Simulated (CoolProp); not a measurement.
The fluid at 293.15 K and 0.319 MPa flows at 7.9 m/s in a round tube of 50 mm bore and 1.5 µm roughness, fully developed (64/Re and Nu = 3.66 if laminar; Colebrook and Gnielinski if turbulent). The same conditions are run with several fluids, on thermodynamics alone (safety and materials aside).

Model: reference Helmholtz-energy equation of state of each fluid (C3F8 (R218): Lemmon 2006; R13: Platzer 1990; propane: Lemmon 2009; normal hydrogen: Leachman 2009; C2F6 (R116): Lemmon 2006), in CoolProp. The equations of Platzer and Polt are older, rougher fits.

```tsv
fluid	Reynolds number	Darcy friction factor	pressure drop (Pa/m)	heat-transfer coefficient (W/(m² K))	mass flow (kg/h)
C3F8 (R218)	880000	0.0125	208	288	1490
R13	394000	0.0141	124	140	788
propane	302000	0.0148	56.3	167	341
normal hydrogen	11800	0.0296	4.87	122	14.7
C2F6 (R116)	534000	0.0134	157	213	1050
```

Transport values come from each fluid's own correlations; those of C3F8 (R218), R13, C2F6 (R116) are estimates that may be off by 10 % or more.
